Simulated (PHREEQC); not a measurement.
## Silver or lead bath: an equilibrium model

Dissolve 0.00019 mol Ag2SO4, 0.0011 mol NaCl and 0.0064 mol Zn(NO3)2 per kg of water at 53 °C. Closed to the air; pH follows from the charge balance.

Computed with PHREEQC (ion-association model, wateq4f.dat).

No solid was allowed to form.

Question: What pH does the model give?

Answer: pH 5.28.

Question: In which forms is Cl present?

Answer: Cl- 80 %, AgCl 15 %, ZnCl+ 2.4 %, AgCl2- 2.2 % of the Cl.

Saturation is exceeded, for instance for Cerargyrite; the values hold only as long as no solid forms. Species that the database lacks are ignored. Away from 25 °C the constants follow the database's enthalpies or fits; those with neither stay at their 25 °C values.
